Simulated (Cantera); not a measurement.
A perfectly stirred reactor is fed with CH₄ : H₂ = 1 : 13 (molar parts), at 1.50 Torr; it is held at 1050 K, and followed from long to short residence time.

Model: GRI-Mech 3.0 (53 species, 325 reactions), integrated in Cantera. GRI-Mech 3.0 stops at C3 and has no aromatics, soot or wall deposition, so with more carbon than oxygen in the feed, carbon stays in small species such as C2H2 where larger ones or solid carbon would form. Radical loss at walls, strong at low pressure, is not modelled.

Task: What does this change do: temperature 1050 to 1873 K?

Result: 
| quantity | before | after |
|---|---|---|
| x(CH₄) at τ = 21.0 s | 0.0714 | 0.00287 |
| x(H₂) at τ = 21.0 s | 0.929 | 0.958 |
| x(CH₃) at τ = 21.0 s | 3.41e-9 | 0.000404 |
| x(C₂H₄) at τ = 21.0 s | <1e-12 | 5.08e-6 |
| x(H) at τ = 21.0 s | 2.49e-9 | 0.00675 |
| x(CH₄) at τ = 82.0 ms | 0.0714 | 0.0615 |
| x(H₂) at τ = 82.0 ms | 0.929 | 0.931 |
| x(CH₃) at τ = 82.0 ms | 1.33e-11 | 0.00233 |
| x(C₂H₄) at τ = 82.0 ms | <1e-12 | 0.000321 |
| x(H) at τ = 82.0 ms | 9.77e-12 | 0.00178 |
